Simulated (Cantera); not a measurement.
A Cantera script and what it prints.

```python
import numpy as np
import cantera as ct

gas_names = """
    C CH CH2 CH3 CH2OH CH3O CH4 CH3OH CN CO CO2 COOH C2 C2H CHCO,ketyl C2H2,acetylene C2H2,vinylidene
    CH2CO,ketene C2H3,vinyl CH3CN CH3CO,acetyl C2H4 C2H4O,ethylen CH3CHO,ethanal CH3COOH (HCOOH)2 C2H5
    C2H6 CH3OCH3 C2H5OH CCN CNC C2N2 C2O C3 C3H3,propargyl C3H4,allene C3H4,propyne C3H4,cyclo-
    C3H5,allyl C3H6,propylene C3H6,cyclo- C3H6O C3H7,n-propyl C3H7,i-propyl C3H8 C3H8O,1propanol
    C3H8O,2propanol C3O2 C4 C4H2 C4H4,1,3-cyclo- C4H6,butadiene C4H6,2-butyne C4H6,cyclo- C4H8,1-butene
    C4H8,cis2-buten C4H8,tr2-butene C4H8,isobutene C4H8,cyclo- (CH3COOH)2 C4H9,n-butyl C4H9,i-butyl
    C4H9,s-butyl C4H9,t-butyl C4H10,isobutane C4H10,n-butane C4N2 C5 C5H6,1,3cyclo- C5H8,cyclo-
    C5H10,1-pentene C5H10,cyclo- C5H11,pentyl C5H11,t-pentyl C5H12,n-pentane C5H12,i-pentane
    CH3C(CH3)2CH3 C6H2 C6H5,phenyl C6H5O,phenoxy C6H6 C6H5OH,phenol C6H10,cyclo- C6H12,1-hexene
    C6H12,cyclo- C6H13,n-hexyl C7H7,benzyl C7H8 C7H8O,cresol C7H14,1-heptene C7H15,n-heptyl
    C7H16,n-heptane C8H8,styrene C8H10,ethylbenz C8H16,1-octene C8H17,n-octyl C8H18,isooctane
    C8H18,n-octane C9H19,n-nonyl C10H8,naphthale C10H21,n-decyl C12H9,o-bipheny C12H10,bipheny H HCN HCO
    HCCN HNC HNCO HNO HNO2 HNO3 HO2 H2 HCHO,formaldehy HCOOH H2O H2O2 N NCO NH NH2 NH3 NH2OH NO NO2 NO3
    N2 N2H2 N2H4 N2O O OH O2 O3 Si SiC SiC2 SiC4H12 SiH SiH2 SiH3 SiH4 SiN SiO SiO2 Si2 Si2C Si2N Si3
""".split()
cond_names = """
    C(gr) C6H6(L) C7H8(L) C8H18(L),n-octa H2O(s) H2O(L) Si(cr) Si(L) SiC(b) SiO2(Lqz) SiO2(hqz) SiO2(L)
    Si2N2O(s) Si3N4(a)
""".split()


def load(file, names, dense=False):
    # The tables refer to 1 bar. Condensed volumes are neglected.
    table = {s.name: s for s in ct.Species.list_from_file(file)}
    out = []
    for n in names:
        d = dict(table[n].input_data)
        d["thermo"] = dict(d["thermo"], **{"reference-pressure": 1e5})
        if dense:
            d["equation-of-state"] = {"model": "constant-volume", "density": "1e6 g/cm^3"}
        out.append(ct.Species.from_dict(d))
    return out


gas = ct.Solution(thermo="ideal-gas", species=load("nasa_gas.yaml", gas_names))
cond = {s.name: ct.Solution(thermo="fixed-stoichiometry", species=[s], name=s.name)
        for s in load("nasa_condensed.yaml", cond_names, dense=True)}
atoms = {
    'Si': {'Si': 1},
    'N2O': {'N': 2, 'O': 1},
    'N2': {'N': 2},
    'CH4': {'C': 1, 'H': 4},
}
top_T = {'C(gr)': 4500, 'SiC(b)': 3050, 'Si2N2O(s)': 2100, 'Si3N4(a)': 2400}  # K; cautious upper limits of use, not melting points


def equilibrate(T, P, feed):
    n = {}
    for name, mol in feed.items():
        for a, k in atoms[name].items():
            n[a] = n.get(a, 0.0) + k * mol
    gas.TPX = T, P, n
    mass = sum(n.values()) * gas.mean_molecular_weight
    gas.equilibrate("TP")
    valid = [c for c in cond.values() if c.min_temp <= T <= top_T.get(c.name, c.max_temp)]
    mix = ct.Mixture([(gas, mass / gas.mean_molecular_weight)] + [(c, 0.0) for c in valid])
    mix.T, mix.P = T, P
    mix.equilibrate("TP", solver="vcs", rtol=1e-11, max_steps=5000)
    return mix


results = []
feed = {'Si': 1, 'N2O': 0.016, 'N2': 3.6, 'CH4': 0.77}  # mol
P = 240  # Pa
for T in [1673, 1723, 1773, 1823, 1873, 1923, 1973, 2023, 2073, 2123]:
    mix = equilibrate(T, P, feed)
    results.append((T, P, feed, dict(zip(mix.species_names, mix.species_moles))))

top = {s: max(r[3][s] / sum(r[3][g] for g in gas_names) for r in results) for s in gas_names}
cols = sorted((s for s in top if top[s] > 1e-05), key=lambda s: -top[s])[:8]
seen = [c for c in cond_names if any(r[3].get(c, 0) > 1e-12 for r in results)]
print("log10 of partial pressures in bar; condensed amounts in mol")
print(f"{'T/K':>10s}" + "".join(f"{s[:9]:>10s}" for s in cols + seen))
for T, P, feed, n in results:
    ng = sum(n[g] for g in gas_names)
    print(f"{T:10.4g}" + "".join(f"{np.log10(max(n[s] / ng * P / 1e5, 1e-99)):10.3f}" for s in cols)
          + "".join(f"{n.get(c, 0):10.4g}" for c in seen))
```

Result:

```
log10 of partial pressures in bar; condensed amounts in mol
       T/K        N2        H2        Si         H       SiO        CO      Si2C       HCN     Si(L)    SiC(b)  Si3N4(a)
      1673    -2.781    -3.135    -6.526    -5.511    -5.156    -6.183    -8.818    -7.186         0    0.7685   0.07205
      1723    -2.776    -3.148    -6.007    -5.313    -5.157    -6.357    -8.167    -7.122    0.2136    0.7689         0
      1773    -2.776    -3.149    -5.672    -5.121    -5.167    -6.223    -7.709    -6.905    0.2116    0.7684         0
      1823    -2.777    -3.151    -5.355    -4.939    -5.181    -6.100    -7.276    -6.701     0.207    0.7677         0
      1873    -2.779    -3.155    -5.055    -4.767    -5.198    -5.988    -6.867    -6.509    0.1977    0.7668         0
      1923    -2.781    -3.159    -4.770    -4.606    -5.219    -5.887    -6.480    -6.328    0.1794    0.7654         0
      1973    -2.785    -3.167    -4.501    -4.453    -5.246    -5.798    -6.113    -6.159    0.1453    0.7632         0
      2023    -2.791    -3.178    -4.245    -4.310    -5.279    -5.720    -5.765    -6.002    0.0835    0.7595         0
      2073    -2.800    -3.193    -4.042    -4.177    -5.346    -5.600    -5.476    -5.814         0    0.7528         0
      2123    -2.804    -3.205    -4.014    -4.048    -5.603    -5.349    -5.365    -5.468         0    0.7406         0
```

Method: chemical equilibrium by Gibbs-energy minimisation in Cantera with the NASA 1993 tables (ideal gas, pure condensed phases). Mutual solubility and eutectic melting of coexisting phases are not modelled. The tables' values for SiN are old estimates; treat these amounts as uncertain. Gases not in the tables: Si2H6 and higher silanes.
